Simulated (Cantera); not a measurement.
An isothermal, constant-pressure homogeneous reactor starts with H2 : O2 : N2 = 1 : 1 : 1.3 (molar parts), equivalence ratio 0.50, at 825 K and 10000 Pa.

Model: GRI-Mech 3.0 (53 species, 325 reactions), integrated in Cantera. Radical loss at walls, strong at low pressure, is not modelled. Below about 950 K walls govern HO2 and H2O2 in real vessels. The temperature is held fixed by assumption; the heat of reaction is taken as removed at once.

x: mole fraction; the columns are a selection and need not sum to one.

```
t (s)       x H2   x O2     x H2O     x N2O      x OH     x NO       x O
--------  ------  -----  --------  --------  --------  -------  --------
0.000300   0.303  0.303  6.84e-12    <1e-12    <1e-12   <1e-12    <1e-12
0.000944   0.303  0.303  1.61e-10    <1e-12  1.92e-12   <1e-12  9.77e-12
0.00297    0.303  0.303   7.04e-8    <1e-12  6.76e-10   <1e-12   3.44e-9
0.00935    0.113  0.225     0.223  4.48e-10         …  3.39e-8  0.000150
0.0294     0.102  0.220     0.237  5.05e-10         …  3.89e-9   3.56e-9
0.0926     0.101  0.220     0.237  5.05e-10  8.49e-10  1.14e-9   2.39e-9
0.292      0.101  0.220     0.237  5.05e-10  8.60e-10  1.63e-9   2.44e-9
0.917      0.101  0.220     0.238  5.06e-10         …  1.83e-9   3.04e-9
2.89       0.101  0.220     0.238  5.10e-10         …  2.47e-9   5.63e-9
9.09      0.0976  0.218     0.242  5.40e-10         …  4.26e-9   1.76e-8
28.6      0.0760  0.209     0.267  7.16e-10         …  4.57e-9   2.43e-8
90.0      0.0274  0.190     0.325   1.35e-9         …  3.34e-9   2.65e-8
```

**Question.** What belongs in the gaps?

**Answer.** 
- 0.00935, x OH: 9.84e-5
- 0.0294, x OH: 1.48e-9
- 0.917, x OH: 1.09e-9
- 2.89, x OH: 2.16e-9
- 9.09, x OH: 8.28e-9
- 28.6, x OH: 1.37e-8
- 90.0, x OH: 1.88e-8
